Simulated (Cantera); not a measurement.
Feed: 1 mol Ta, 0.78 mol CH4, 1.7 mol H2, 8.7 mol O2, at 0.310 bar.

Cantera equilibrium calculation (NASA polynomials, part measured and part estimated; ideal gas, pure solids and liquids). Candidate condensed phases: C, C6H6, C7H8, C8H18, H2O, Ta, TaC, Ta2O5; 113 gas species. Equilibrium is a limit: real reactors are often held back by kinetics, nucleation or transport. All values below are at 1975 °C.

Base state: O2 0.544, H2O 0.345, CO2 0.0834, OH 0.0190, O 0.00483, CO 0.00169, H2 0.00128, H 0.000473 (mole fractions); condensed: Ta2O5(l).

**Question.** What changes in the equilibrium state with this change: CH4 from 0.78 to 0.46 mol?

**Answer.** 
```csv
species,before,after
O2,0.544,0.637
H2O,0.345,0.286
CO2,0.0834,0.0511
OH,0.0190,0.0180
CO,0.00169,0.000957
H2,0.00128,0.000986
H,0.000473,0.000414
O,0.00483,0.00522
HO2,1.96e-5,2.01e-5
"Ta2O5(l), mol",0.500,0.500
```

**Question.** What changes in the equilibrium state with this change: O2 from 8.7 to 2.3 mol?

**Answer.** 
```tsv
species	before	after
H2	0.00128	0.493
H2O	0.345	0.305
CO	0.00169	0.172
O2	0.544	2.88e-6
OH	0.0190	0.000857
CO2	0.0834	0.0196
HO2	1.96e-5	2.04e-9
O	0.00483	1.11e-5
Ta2O5(l), mol	0.500	0.500
```
